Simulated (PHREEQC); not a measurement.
Na2CO3 is added in steps, without added water, to 1 kg of water holding 0.0063 mol KOH and 0.035 mol K2SO4, at 25 °C. Oxygen alone is held at its pressure in air (log pO2 = -0.68). CO2 from the air is kept out. Only these solids could form: Mirabilite, Nahcolite, Natron.

Base run: PHREEQC, ion-association model, wateq4f.dat. Each further column changes one thing. The table gives NaCO3- (mol/kgw).

```
Na2CO3 added (mol)    base  all activity coefficients set to 1  database phreeqc.dat  Debye-Hückel limiting law
------------------  ------  ----------------------------------  --------------------  -------------------------
0                        0                                   0                     0                          0
0.042               0.0118                              0.0213                0.0119                    0.00571
0.077               0.0295                                   ?                0.0294                     0.0122
0.119               0.0548                              0.0855                0.0543                     0.0188
0.161               0.0828                               0.124                0.0818                     0.0238
0.203                0.113                                   ?                 0.111                     0.0270
0.238                0.139                                   ?                 0.136                          ?
0.28                 0.171                               0.237                 0.167                     0.0294
```

Problem. Fill in the missing entries.

Solution. 
- 0.077, all activity coefficients set to 1: 0.0489
- 0.203, all activity coefficients set to 1: 0.163
- 0.238, all activity coefficients set to 1: 0.197
- 0.238, Debye-Hückel limiting law: 0.0285

 The ionic strength passes 0.7 mol/kgw, the rough limit of the ion-association models, in part of: Debye-Hückel limiting law. phreeqc.dat and wateq4f.dat share most of their constants, so their agreement is no independent check.
